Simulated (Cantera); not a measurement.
What does this Cantera script print?

```python
import numpy as np
import cantera as ct

gas_names = """
    H HO2 H2 H2O H2O2 O OH O2 O3
""".split()
cond_names = """
    H2O(s) H2O(L)
""".split()


# ... load() reads the species with a 1 bar reference pressure and builds the phases ...
atoms = {
    'H2O': {'H': 2, 'O': 1},
    'H2': {'H': 2},
}
top_T = {}  # K; cautious upper limits of use, not melting points


# ... equilibrate(T, P, feed) seeds the gas with the atoms and calls Mixture.equilibrate('TP', solver="vcs", rtol=1e-11, max_steps=5000) ...
results = []
feed = {'H2O': 1, 'H2': 0.97}  # mol
P = 13332.2  # Pa
for T in [1748, 1848, 1948, 2048, 2148, 2248, 2348, 2448]:
    mix = equilibrate(T, P, feed)
    results.append((T, P, feed, dict(zip(mix.species_names, mix.species_moles))))
    x = sorted(zip(gas.X, gas.species_names), reverse=True)
    print(f"T = {T:g} K  P = {P:g} Pa  gas = {mix.phase_moles(0):.4g} mol")
    print("   x: " + "  ".join(f"{s} {v:.3e}" for v, s in x if v > 0.001))
    print("   condensed (mol): " + ("  ".join(f"{mix.phase(i).name} {mix.phase_moles(i):.4g}"
          for i in range(1, mix.n_phases) if mix.phase_moles(i) > 1e-12) or "none"))
```

Result:

```
T = 1748 K  P = 13332.2 Pa  gas = 1.97 mol
   x: H2O 5.075e-01  H2 4.921e-01
   condensed (mol): none
T = 1848 K  P = 13332.2 Pa  gas = 1.971 mol
   x: H2O 5.073e-01  H2 4.916e-01  H 1.018e-03
   condensed (mol): none
T = 1948 K  P = 13332.2 Pa  gas = 1.972 mol
   x: H2O 5.068e-01  H2 4.908e-01  H 2.168e-03
   condensed (mol): none
T = 2048 K  P = 13332.2 Pa  gas = 1.975 mol
   x: H2O 5.059e-01  H2 4.893e-01  H 4.290e-03
   condensed (mol): none
T = 2148 K  P = 13332.2 Pa  gas = 1.979 mol
   x: H2O 5.042e-01  H2 4.867e-01  H 7.963e-03  OH 1.062e-03
   condensed (mol): none
T = 2248 K  P = 13332.2 Pa  gas = 1.986 mol
   x: H2O 5.012e-01  H2 4.826e-01  H 1.398e-02  OH 2.175e-03
   condensed (mol): none
T = 2348 K  P = 13332.2 Pa  gas = 1.998 mol
   x: H2O 4.961e-01  H2 4.762e-01  H 2.334e-02  OH 4.180e-03
   condensed (mol): none
T = 2448 K  P = 13332.2 Pa  gas = 2.016 mol
   x: H2O 4.876e-01  H2 4.670e-01  H 3.726e-02  OH 7.584e-03
   condensed (mol): none
```

Method: chemical equilibrium by Gibbs-energy minimisation in Cantera with the NASA 1993 tables (ideal gas, pure condensed phases).
